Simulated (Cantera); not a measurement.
A freely propagating, adiabatic, planar premixed flame of 3.55 % CH₄, 2.31 % C₂H₆, 0.163 % C₃H₈, 19.7 % O₂, 74.2 % N₂, equivalence ratio 0.81, unburnt at 600 K and 5.60 bar; mixture-averaged transport, grid criteria slope 0.08 and curve 0.16, no radiation.

Computed with Cantera and GRI-Mech 3.0 (53 species, 325 reactions). Burning velocities carry a grid error of a few per cent, more on coarse grids.

### Question
Predict: laminar burning velocity; thermal thickness; peak x(HCO); peak x(H₂).

### Answer
laminar burning velocity: 68.2 cm/s
thermal thickness: 0.0889 mm
peak x(HCO): 2.66e-5
peak x(H₂): 0.00855
